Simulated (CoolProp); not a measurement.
Sulfur hexafluoride along the isobar 0.481 MPa: Z from the reference equation and from simpler models built on Tc = 45.6 °C, pc = 3.755 MPa, ω = 0.210; each cubic takes its own stable root.

Computed with CoolProp (reference Helmholtz-energy equation of state, Guder 2009).

```csv
T (°C),phase,reference,Redlich-Kwong,Peng-Robinson
-36.25,liquid,0.02006,0.8900,0.01863
-12.45,gas,0.9104,0.9178,?
11.35,gas,?,0.9368,0.9289
35.15,gas,0.9504,0.9504,0.9447
58.95,gas,?,0.9603,0.9564
82.75,gas,0.9699,?,0.9652
106.55,gas,0.9762,0.9737,0.9720
130.35,gas,0.9810,0.9783,0.9774
154.15,gas,0.9847,0.9819,0.9816
177.95,gas,0.9877,0.9849,0.9851
201.75,gas,0.9901,0.9873,0.9878
```

Fill in the missing entries.


- -12.45, Peng-Robinson: 0.9068
- 11.35, reference: 0.9344
- 58.95, reference: 0.9617
- 82.75, Redlich-Kwong: 0.9679

At some of these states Redlich-Kwong gives the other phase, because its saturation line lies elsewhere.
